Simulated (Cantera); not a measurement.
An isothermal, constant-pressure homogeneous reactor starts with 24.7 % H2, 53.8 % O2, 21.5 % N2, equivalence ratio 0.23, at 1450 K and 0.00898 atm.

Computed with Cantera and the H2/O2 subset of GRI-Mech 3.0, which has no nitrogen chemistry. Radical loss at walls, strong at low pressure, is not modelled. The temperature is held fixed by assumption; the heat of reaction is taken as removed at once.

Q: Predict: x(H2) at 5.00 s; x(O2) at 5.00 s; x(O) at 5.00 s; x(H) at 5.00 s; x(HO2) at 5.00 s; x(OH) at 5.00 s.

A: 
| Item | Value |
|---|---|
| x(H2) at 5.00 s | 6.83e-6 (gas-phase equilibrium 4.10e-6) |
| x(O2) at 5.00 s | 0.472 (gas-phase equilibrium 0.472) |
| x(O) at 5.00 s | 2.42e-5 (gas-phase equilibrium 1.46e-5) |
| x(H) at 5.00 s | 4.33e-7 (gas-phase equilibrium 2.02e-7) |
| x(HO2) at 5.00 s | 1.12e-7 (gas-phase equilibrium 1.28e-7) |
| x(OH) at 5.00 s | 0.000430 (gas-phase equilibrium 0.000333) |
